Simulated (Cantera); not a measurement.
# Catalytic combustion on Pt

An isothermal plug-flow reactor at 950 K and 4.93 atm (inlet), inlet velocity 0.099 m/s, active area per volume 420 1/m; feed 0.305 % H₂, 8.92 % O₂, 89.2 % N₂, 1.58 % H₂O.

Computed with Cantera and Deutschmann's 1995 Pt surface mechanism with GRI-Mech 3.0 gas chemistry. Catalytic surfaces can have several steady states; this one follows from the mechanism file's or the stated starting coverage. Mass transfer to the wall is taken as infinitely fast.

| z (m) | x H₂ | x O₂ | x H₂O | θ free Pt | θ O* | θ OH* |
|---|---|---|---|---|---|---|
| 3.4e-05 | 0.00167 | 0.0886 | 0.0172 | 0.106 | 0.889 | 0.00498 |
| 6e-05 | 0.00109 | 0.0883 | 0.0178 | 0.100 | 0.895 | 0.00491 |
| 0.00011 | 0.000508 | 0.0880 | 0.0184 | 0.0950 | 0.900 | 0.00483 |
| 0.00019 | 0.000156 | 0.0879 | 0.0187 | 0.0921 | 0.903 | 0.00478 |
| 0.00034 | 1.79e-5 | 0.0878 | 0.0189 | 0.0909 | 0.904 | 0.00477 |
| 0.0006 | 4.28e-7 | 0.0878 | 0.0189 | 0.0908 | 0.904 | 0.00476 |
| 0.0011 | 3.36e-10 | 0.0878 | 0.0189 | 0.0908 | 0.904 | 0.00476 |
| 0.0019 | 9.38e-12 | 0.0878 | 0.0189 | 0.0908 | 0.904 | 0.00476 |
| 0.0034 | 9.23e-12 | 0.0878 | 0.0189 | 0.0908 | 0.904 | 0.00476 |
x: gas mole fraction; θ: surface coverage.
